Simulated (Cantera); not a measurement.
Feed: 1 mol AlCl3, 46 mol N2, 6 mol H2, at 875 °C and 120 Torr.

Cantera equilibrium calculation (NASA polynomials, part measured and part estimated; ideal gas, pure solids and liquids). Candidate condensed phases: Al, AlCl3, AlN, NH4Cl; 20 gas species. Rates play no part.

Base state: N2 0.863, H2 0.0993, HCl 0.0277, AlCl3 0.00963 (mole fractions); condensed: AlN(s).

Q: What changes in the equilibrium state with this change: temperature from 875 °C to 1502 °C?

A: 
```tsv
species	before	after
N2	0.863	0.857
H2	0.0993	0.0994
HCl	0.0277	0.0246
AlCl	7.09e-8	0.0104
AlCl3	0.00963	0.00444
H	5.65e-8	0.000228
Cl	1.39e-8	4.34e-5
AlCl2	3.91e-6	0.00376
AlN(s), mol	0.490	0
```
The tables' values for AlCl2 are old estimates; treat these amounts as uncertain.

Q: What changes in the equilibrium state with this change: temperature from 875 °C to 327 °C?

A: 
| species | before | after |
|---|---|---|
| N2 | 0.863 | 0.865 |
| H2 | 0.0993 | 0.0980 |
| HCl | 0.0277 | 0.0305 |
| AlCl3 | 0.00963 | 0.00346 |
| Al2Cl6 | 2.52e-7 | 0.00264 |
| NH3 | 1.15e-6 | 0.000190 |
| AlN(s), mol | 0.490 | 0.538 |
